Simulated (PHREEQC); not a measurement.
Solution (25 °C): 0.014 mol/kgw NH4Cl, 0.0001 mol/kgw Na2CO3 and 0.005 mol/kgw NaCl. Closed to the air; pH follows from the charge balance.

The numbers come from PHREEQC with the ion-association model, wateq4f.dat.

Each row changes one thing in this solution. This is a speciation only: nothing precipitates in the calculation.

```
case                                    pH  HCO3- (mol/kgw)  CO2 (mol/kgw)  NaHCO3 (mol/kgw)  CO3-2 (mol/kgw)  SI of Halite (NaCl)  SI of Nahcolite (NaHCO3)
------------------------------------  ----  ---------------  -------------  ----------------  ---------------  -------------------  ------------------------
as made                               7.21          8.88e-5        1.09e-5           1.99e-7          9.86e-8                -5.71                     -5.90
NH4Cl left out                        9.82          7.07e-5        2.25e-8           1.77e-7          2.72e-5                -6.23                     -5.95
temperature from 25 to 65 °C          6.26          5.15e-5              ?           1.13e-7          1.06e-8                -5.79                     -6.47
diluted 100-fold with water           7.14          8.61e-7        1.39e-7          2.44e-11         5.82e-10                -9.60                     -9.81
NaCl left out                         7.20          8.87e-5        1.12e-5           7.87e-9          9.29e-8                -7.24                         ?
NH4Cl from 0.014 to 0.0028 mol/kgw    7.86          9.66e-5              ?           2.35e-7          4.30e-7                -6.05                     -5.83
temperature from 25 to 75 °C             ?          3.94e-5        6.06e-5           8.56e-8          5.34e-9                -5.81                     -6.66
NaCl from 0.005 to 0.025 mol/kgw      7.22          8.89e-5        1.01e-5           8.80e-7          1.16e-7                -4.75                     -5.25
Na2CO3 from 0.0001 to 0.0005 mol/kgw  7.88         0.000483        1.25e-5           1.24e-6          2.55e-6                -5.64                     -5.11
```

Problem. Complete the blanks.

Solution. 
- temperature from 25 to 65 °C, CO2 (mol/kgw): 4.84e-5
- NaCl left out, SI of Nahcolite (NaHCO3): -7.30
- NH4Cl from 0.014 to 0.0028 mol/kgw, CO2 (mol/kgw): 2.74e-6
- temperature from 25 to 75 °C, pH: 6.07

Complexes and solids missing from the database can't appear. Away from 25 °C the constants follow the database's enthalpies or fits; those with neither stay at their 25 °C values.
